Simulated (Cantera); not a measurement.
# Adiabatic ignition

An adiabatic, constant-pressure homogeneous reactor starts with 8.29 % CO, 2.90 % H2, 0.787 % CH4, 16.3 % O2, 71.7 % N2, at 1500 K and 0.750 bar.

Cantera simulation using GRI-Mech 3.0 (53 species, 325 reactions); the numbers are that mechanism's predictions, not measurements.

```csv
t (s),T (K),x CO,x H2,x CH4,x C2H6,x O,x C2H2,x NO2
5.00e-6,1500,0.0829,0.0290,0.00787,<1e-12,1.77e-7,<1e-12,<1e-12
1.32e-5,1500,0.0829,0.0290,0.00787,1.37e-10,1.77e-6,<1e-12,<1e-12
3.49e-5,1503,0.0827,0.0278,0.00720,4.52e-6,0.000364,3.38e-9,<1e-12
9.20e-5,1776,0.0485,0.00330,<1e-12,<1e-12,0.0258,<1e-12,2.33e-9
0.000243,2037,0.0275,0.00288,<1e-12,<1e-12,0.0194,<1e-12,1.37e-8
0.000642,2234,0.0179,0.00164,<1e-12,<1e-12,0.00981,<1e-12,5.92e-8
0.00169,2358,0.00968,0.000811,<1e-12,<1e-12,0.00448,<1e-12,2.63e-7
0.00447,2394,0.00691,0.000573,<1e-12,<1e-12,0.00308,<1e-12,7.31e-7
0.0118,2392,0.00676,0.000562,<1e-12,<1e-12,0.00299,<1e-12,1.74e-6
0.0312,2387,0.00662,0.000552,<1e-12,<1e-12,0.00288,<1e-12,3.73e-6
0.0823,2380,0.00645,0.000540,<1e-12,<1e-12,0.00275,<1e-12,6.05e-6
0.217,2378,0.00640,0.000536,<1e-12,<1e-12,0.00270,<1e-12,6.84e-6
0.574,2378,0.00640,0.000536,<1e-12,<1e-12,0.00270,<1e-12,6.86e-6
1.51,2378,0.00640,0.000536,<1e-12,<1e-12,0.00270,<1e-12,6.86e-6
4.00,2378,0.00640,0.000536,<1e-12,<1e-12,0.00270,<1e-12,6.86e-6
```
x: mole fraction; the columns are a selection and need not sum to one.

```
Property                                                              Result
---------------------------------  -----------------------------------------
time of steepest temperature rise                                    45.5 µs
temperature at 4.00 s                                                 2378 K
equilibrium temperature                                               2378 K
x(CO) at 4.00 s                      0.00640 (gas-phase equilibrium 0.00640)
x(H2) at 4.00 s                    0.000536 (gas-phase equilibrium 0.000536)
x(CH4) at 4.00 s                       <1e-12 (gas-phase equilibrium <1e-12)
```
